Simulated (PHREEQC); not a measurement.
Polishing slurry liquid: speciation

A solution holds 0.5 mol/kgw K2CO3, 0.0003 mol/kgw K2SO4 and 0.00017 mol/kgw CO2, at 70 °C. Closed to the air; pH follows from the charge balance.

Equilibrium calculation in PHREEQC: ion-association model, phreeqc.dat.

This is a speciation only: nothing precipitates in the calculation.

**Question.** Predict the pH, ionic strength.

**Answer.** pH 10.85; ionic strength 1.48 mol/kgw.

**Question.** In which forms is C present?

**Answer.** CO3-2 96 %, HCO3- 4.3 % of the C.

The ionic strength is past about 0.7 mol/kgw, beyond the range of this activity model, so the values are rough. Species that the database lacks are ignored. At this temperature some constants are extrapolated from 25 °C, and those without enthalpy data are left unchanged.
